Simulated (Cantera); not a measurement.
What does this Cantera script print?

```python
import numpy as np
import cantera as ct

gas_names = """
    C CN CO CO2 C2 CCN CNC C2N2 C2O C3 C3O2 C4 C4N2 C5 N NCO NO NO2 NO3 N2 N2O O O2 O3 Pb PbO Pb2
""".split()
cond_names = """
    C(gr) Pb(cr) Pb(L) PbO(rd) PbO(yw) PbO(L) PbO2(s) Pb3O4(s)
""".split()


# ... load() reads the species with a 1 bar reference pressure and builds the phases ...
atoms = {
    'Pb': {'Pb': 1},
    'CO': {'C': 1, 'O': 1},
    'N2': {'N': 2},
}
top_T = {'C(gr)': 4500, 'Pb3O4(s)': 820}  # K; cautious upper limits of use, not melting points


# ... equilibrate(T, P, feed) seeds the gas with the atoms and calls Mixture.equilibrate('TP', solver="vcs", rtol=1e-11, max_steps=5000) ...
results = []
feed = {'Pb': 1, 'CO': 0.046, 'N2': 3}  # mol
P = 100000  # Pa
for T in [723, 773, 823, 873, 923, 973, 1023, 1073, 1123, 1173, 1223, 1273, 1323]:
    mix = equilibrate(T, P, feed)
    results.append((T, P, feed, dict(zip(mix.species_names, mix.species_moles))))

top = {s: max(r[3][s] / sum(r[3][g] for g in gas_names) for r in results) for s in gas_names}
cols = sorted((s for s in top if top[s] > 0.0001), key=lambda s: -top[s])[:7]
seen = [c for c in cond_names if any(r[3].get(c, 0) > 1e-12 for r in results)]
print("log10 of partial pressures in bar; condensed amounts in mol")
print(f"{'T/K':>10s}" + "".join(f"{s[:9]:>10s}" for s in cols + seen))
for T, P, feed, n in results:
    ng = sum(n[g] for g in gas_names)
    print(f"{T:10.4g}" + "".join(f"{np.log10(max(n[s] / ng * P / 1e5, 1e-99)):10.3f}" for s in cols)
          + "".join(f"{n.get(c, 0):10.4g}" for c in seen))
```

It prints:

```
log10 of partial pressures in bar; condensed amounts in mol
       T/K        N2        CO       CO2        Pb     C(gr)     Pb(L)
       723    -0.004    -2.688    -2.182    -8.509    0.0199         1
       773    -0.004    -2.333    -2.278    -7.637   0.01596         1
       823    -0.005    -2.076    -2.471    -6.872   0.01025         1
       873    -0.006    -1.924    -2.793    -6.197  0.004894         1
       923    -0.006    -1.857    -3.215    -5.596  0.001854         1
       973    -0.007    -1.833    -3.666    -5.058 0.0006577         1
      1023    -0.007    -1.826    -4.098    -4.574 0.0002433    0.9999
      1073    -0.007    -1.823    -4.497    -4.136 9.699e-05    0.9998
      1123    -0.007    -1.822    -4.863    -3.738 4.179e-05    0.9994
      1173    -0.007    -1.822    -5.198    -3.375 1.934e-05    0.9987
      1223    -0.007    -1.822    -5.505    -3.042  9.54e-06    0.9972
      1273    -0.007    -1.822    -5.787    -2.736 4.981e-06    0.9944
      1323    -0.008    -1.823    -6.048    -2.454 2.734e-06    0.9892
```

These are equilibrium values from Cantera (NASA tables, ideal gas, pure condensed phases), not measurements of a reactor.
